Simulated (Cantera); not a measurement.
Cantera run, input and output.

```python
import numpy as np
import cantera as ct

gas = ct.Solution("h2o2.yaml")
gas.TPX = 825, 21000, {'H2': 1.6, 'O2': 1, 'N2': 19}
reactor = ct.IdealGasConstPressureReactor(gas, energy="off", clone=False)
net = ct.ReactorNet([reactor])
net.rtol, net.atol = 1e-08, 1e-18
show = ['H2', 'O2', 'H2O', 'HO2', 'OH', 'H2O2']
times = np.geomspace(2e-05, 100, 13)

steps = ct.SolutionArray(gas, extra=["t"])
rows = []
print(f"{'t/s':>10s}{'T/K':>9s}{'P/Pa':>11s}" + "".join(f"{s:>11s}" for s in show))
for t in times:
    while net.time < t:
        t_next = net.step()
        steps.append(gas.state, t=t_next)
    rows.append([np.interp(t, steps.t, y) for y in (steps.T, steps.P, *steps(*show).X.T)])
    print(f"{t:10.3e}{rows[-1][0]:9.1f}{rows[-1][1]:11.4g}" + "".join(f"{x:11.3e}" for x in rows[-1][2:]))
rate = np.gradient(steps.T, steps.t)
print("integrator steps:", len(steps.t))
if steps.T.max() > steps.T[0] + 200:
    print(f"time of steepest temperature rise: {steps.t[rate.argmax()]:.4e} s")
gas.TPX = 825, 21000, {'H2': 1.6, 'O2': 1, 'N2': 19}
gas.equilibrate("TP")
print(f"equilibrium (TP): T = {gas.T:.1f} K  " + "  ".join(f"{s} {gas[s].X[0]:.3e}" for s in show))
```

Output:

```
       t/s      T/K       P/Pa         H2         O2        H2O        HO2         OH       H2O2
 2.000e-05    825.0    2.1e+04  7.407e-02  4.630e-02  2.375e-16  3.211e-14  1.937e-16  2.968e-19
 7.232e-05    825.0    2.1e+04  7.407e-02  4.630e-02  5.262e-15  1.238e-13  1.076e-15  4.050e-18
 2.615e-04    825.0    2.1e+04  7.407e-02  4.630e-02  9.128e-14  5.388e-13  4.908e-15  5.977e-17
 9.457e-04    825.0    2.1e+04  7.407e-02  4.630e-02  1.318e-12  3.039e-12  1.817e-14  1.106e-15
 3.420e-03    825.0    2.1e+04  7.407e-02  4.630e-02  1.550e-11  2.263e-11  5.386e-14  2.750e-14
 1.237e-02    825.0    2.1e+04  7.407e-02  4.630e-02  1.331e-10  1.648e-10  1.058e-13  7.474e-13
 4.472e-02    825.0    2.1e+04  7.407e-02  4.630e-02  8.019e-10  9.310e-10  1.613e-13  1.634e-11
 1.617e-01    825.0    2.1e+04  7.407e-02  4.630e-02  6.477e-09  6.935e-09  5.441e-13  3.787e-10
 5.848e-01    825.0    2.1e+04  7.407e-02  4.630e-02  6.639e-07  5.637e-07  5.159e-11  7.988e-08
 2.115e+00    825.0    2.1e+04  1.791e-02  1.848e-02  5.831e-02  1.732e-06  5.789e-10  8.995e-06
 7.647e+00    825.0    2.1e+04  1.753e-02  1.828e-02  5.869e-02  3.131e-06  3.121e-09  3.327e-05
 2.765e+01    825.0    2.1e+04  1.456e-02  1.680e-02  6.176e-02  3.222e-06  4.488e-09  3.882e-05
 1.000e+02    825.0    2.1e+04  7.080e-03  1.311e-02  6.955e-02  2.442e-06  4.968e-09  2.522e-05
integrator steps: 1787
equilibrium (TP): T = 825.0 K  H2 2.745e-13  O2 9.615e-03  H2O 7.692e-02  HO2 1.842e-12  OH 1.098e-09  H2O2 6.493e-13
```

Detailed kinetics in Cantera: the H2/O2 subset of GRI-Mech 3.0, which has no nitrogen chemistry. Below about 950 K walls govern HO2 and H2O2 in real vessels. The temperature is held fixed by assumption; the heat of reaction is taken as removed at once.
